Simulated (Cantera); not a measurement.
Input (Python, Cantera) and output of one run.

```python
import numpy as np
import cantera as ct

gas_names = """
    CL CL2 H HCL H2 Si SiCL SiCL2 SiCL3 SiCL4 SiH SiHCL3 SiH2 SiH2CL2 SiH3 SiH3CL SiH4 Si2 Si3
""".split()
cond_names = """
    Si(cr) Si(L)
""".split()


# ... load() reads the species with a 1 bar reference pressure and builds the phases ...
atoms = {
    'SiCl4': {'Si': 1, 'CL': 4},
    'H2': {'H': 2},
}
top_T = {}  # K; cautious upper limits of use, not melting points


# ... equilibrate(T, P, feed) seeds the gas with the atoms and calls Mixture.equilibrate('TP', solver="vcs", rtol=1e-11, max_steps=5000) ...
results = []
T = 2098.15  # K
P = 5600  # Pa
for m in [39, 58, 87, 130, 200, 290, 440, 660]:
    feed = {'SiCl4': 1, 'H2': m}  # mol
    mix = equilibrate(T, P, feed)
    results.append((T, P, feed, dict(zip(mix.species_names, mix.species_moles))))

top = {s: max(r[3][s] / sum(r[3][g] for g in gas_names) for r in results) for s in gas_names}
cols = sorted((s for s in top if top[s] > 1e-06), key=lambda s: -top[s])[:8]
seen = [c for c in cond_names if any(r[3].get(c, 0) > 1e-12 for r in results)]
print("log10 of partial pressures in bar; condensed amounts in mol")
print(f"{'n(H2)':>10s}" + "".join(f"{s[:9]:>10s}" for s in cols + seen))
for T, P, feed, n in results:
    ng = sum(n[g] for g in gas_names)
    print(f"{feed['H2']:10.4g}" + "".join(f"{np.log10(max(n[s] / ng * P / 1e5, 1e-99)):10.3f}" for s in cols)
          + "".join(f"{n.get(c, 0):10.4g}" for c in seen))
```

Output:

```
log10 of partial pressures in bar; condensed amounts in mol
     n(H2)        H2       HCL         H     SiCL2        Si      SiCL        CL       SiH     Si(L)
        39    -1.297    -2.401    -3.160    -3.172    -3.883    -4.358    -4.396    -4.796    0.3504
        58    -1.286    -2.534    -3.154    -3.450    -3.883    -4.497    -4.535    -4.790    0.4073
        87    -1.277    -2.679    -3.150    -3.750    -3.883    -4.647    -4.685    -4.786    0.4193
       130    -1.271    -2.831    -3.147    -4.059    -3.883    -4.801    -4.840    -4.783    0.3705
       200    -1.267    -3.000    -3.145    -4.402    -3.883    -4.973    -5.011    -4.781    0.2287
       290    -1.265    -3.151    -3.144    -4.706    -3.883    -5.125    -5.163    -4.780  0.006044
       440    -1.262    -3.318    -3.143    -5.185    -4.026    -5.435    -5.331    -4.921         0
       660    -1.261    -3.486    -3.142    -5.679    -4.182    -5.760    -5.500    -5.076         0
```

Method: chemical equilibrium by Gibbs-energy minimisation in Cantera with the NASA 1993 tables (ideal gas, pure condensed phases). The tables' values for SiCl, SiCl3 are old estimates; treat these amounts as uncertain. Gases not in the tables: Si2H6 and higher silanes.
